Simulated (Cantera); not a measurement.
A closed system holds: 1 mol SiO₂, 2.5 mol H₂, 3 mol H₂O, held at 3000 Torr.

Equilibrium computed with Cantera from the NASA thermochemical tables; the gas is ideal and each condensed phase is pure. Candidate condensed phases: H₂O, Si, SiO₂; 18 gas species. The tables hold silica as quartz up to 1696 K and as liquid above; real silica turns to tridymite and cristobalite and melts near 1996 K. Gases not in the tables: Si(OH)₄. Kinetics and transport are ignored.

log p: log10 of the partial pressure in bar; n: condensed amount in mol.

```json
[
 {"T (K)": "825", "log p H₂O": "0.34", "log p H₂": "0.26", "log p H": "…", "log p OH": "<-11", "log p SiO": "<-11", "log p SiO₂": "<-11", "log p O": "<-11", "n SiO₂(α-quartz)": "1.00", "n SiO₂(β-quartz)": "0", "n SiO₂(condensed)": "0", "n SiO₂(l)": "0"},
 {"T (K)": "975", "log p H₂O": "0.34", "log p H₂": "0.26", "log p H": "…", "log p OH": "<-11", "log p SiO": "<-11", "log p SiO₂": "<-11", "log p O": "<-11", "n SiO₂(α-quartz)": "0", "n SiO₂(β-quartz)": "1.00", "n SiO₂(condensed)": "0", "n SiO₂(l)": "0"},
 {"T (K)": "1125", "log p H₂O": "0.34", "log p H₂": "0.26", "log p H": "…", "log p OH": "-9.43", "log p SiO": "<-11", "log p SiO₂": "<-11", "log p O": "<-11", "n SiO₂(α-quartz)": "0", "n SiO₂(β-quartz)": "1.00", "n SiO₂(condensed)": "0", "n SiO₂(l)": "0"},
 {"T (K)": "1275", "log p H₂O": "0.34", "log p H₂": "0.26", "log p H": "…", "log p OH": "-7.86", "log p SiO": "<-11", "log p SiO₂": "<-11", "log p O": "<-11", "n SiO₂(α-quartz)": "0", "n SiO₂(β-quartz)": "1.00", "n SiO₂(condensed)": "0", "n SiO₂(l)": "0"},
 {"T (K)": "1425", "log p H₂O": "0.34", "log p H₂": "0.26", "log p H": "…", "log p OH": "-6.62", "log p SiO": "-9.84", "log p SiO₂": "<-11", "log p O": "<-11", "n SiO₂(α-quartz)": "0", "n SiO₂(β-quartz)": "1.00", "n SiO₂(condensed)": "0", "n SiO₂(l)": "0"},
 {"T (K)": "1575", "log p H₂O": "0.34", "log p H₂": "0.26", "log p H": "…", "log p OH": "-5.61", "log p SiO": "-7.95", "log p SiO₂": "-10.69", "log p O": "-10.20", "n SiO₂(α-quartz)": "0", "n SiO₂(β-quartz)": "1.00", "n SiO₂(condensed)": "0", "n SiO₂(l)": "0"},
 {"T (K)": "1725", "log p H₂O": "0.34", "log p H₂": "0.26", "log p H": "…", "log p OH": "-4.78", "log p SiO": "-6.40", "log p SiO₂": "-8.99", "log p O": "-8.74", "n SiO₂(α-quartz)": "0", "n SiO₂(β-quartz)": "0", "n SiO₂(condensed)": "1.000", "n SiO₂(l)": "0"},
 {"T (K)": "1875", "log p H₂O": "0.34", "log p H₂": "0.26", "log p H": "…", "log p OH": "-4.08", "log p SiO": "-5.13", "log p SiO₂": "-7.59", "log p O": "-7.52", "n SiO₂(α-quartz)": "0", "n SiO₂(β-quartz)": "0", "n SiO₂(condensed)": "1.000", "n SiO₂(l)": "0"},
 {"T (K)": "2025", "log p H₂O": "0.34", "log p H₂": "0.26", "log p H": "…", "log p OH": "-3.49", "log p SiO": "-4.05", "log p SiO₂": "-6.41", "log p O": "-6.47", "n SiO₂(α-quartz)": "0", "n SiO₂(β-quartz)": "0", "n SiO₂(condensed)": "0", "n SiO₂(l)": "1.000"}
]
```

Q: Complete the blanks.

A: 
- 825, log p H: -10.97
- 975, log p H: -8.81
- 1125, log p H: -7.22
- 1275, log p H: -6.00
- 1425, log p H: -5.04
- 1575, log p H: -4.25
- 1725, log p H: -3.60
- 1875, log p H: -3.05
- 2025, log p H: -2.59
